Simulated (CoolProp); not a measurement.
A Linde-Hampson liquefier for methane: isothermal reversible compression at 290 K from 1 atm to 10 MPa, throttling to 1 atm, return gas leaving the recuperator 5 K below the feed. Each further row changes one setting.

Model: reference Helmholtz-energy equation of state, Setzmann 1991, in CoolProp.

| case | liquid yield per pass | compression work (kJ/kg of gas) |
|---|---|---|
| as stated | (withheld) | 663 |
| high pressure 20 MPa | (withheld) | (withheld) |
| warm-end temperature 320 K | (withheld) | (withheld) |
| warm-end gap 10 K | (withheld) | 663 |

Q: Some entries are withheld; supply them.

A: 
- as stated, liquid yield per pass: 0.109
- high pressure 20 MPa, liquid yield per pass: 0.206
- high pressure 20 MPa, compression work (kJ/kg of gas): 747
- warm-end temperature 320 K, liquid yield per pass: 0.078
- warm-end temperature 320 K, compression work (kJ/kg of gas): 742
- warm-end gap 10 K, liquid yield per pass: 0.098
